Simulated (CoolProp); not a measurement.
A closed Brayton cycle with carbon dioxide: compressor inlet 313.15 K and 8.7 MPa, high pressure 21.9 MPa, turbine inlet 905 K, compressor efficiency 0.8, turbine efficiency 0.9, recuperator effectiveness 0 (on enthalpy, no pinch check). Each further row changes one setting.

Model: reference Helmholtz-energy equation of state, Span 1996, in CoolProp.

```csv
case,thermal efficiency (%),net work (kJ/kg),compressor to turbine work,compressor exit (K),turbine exit (K)
as stated,13.8,102,0.24,365.3,787.7
turbine inlet 855 K,[?],93.9,[?],365.3,741.9
compressor inlet 323.15 K,13.3,88.8,0.34,396.9,787.7
high pressure 18.6 MPa,11.6,86.8,0.23,355.7,[?]
recuperator effectiveness 0.5,20.9,102,0.24,365.3,787.7
```

Fill in the missing entries.


- turbine inlet 855 K, thermal efficiency (%): 13.9
- turbine inlet 855 K, compressor to turbine work: 0.26
- high pressure 18.6 MPa, turbine exit (K): 807.9
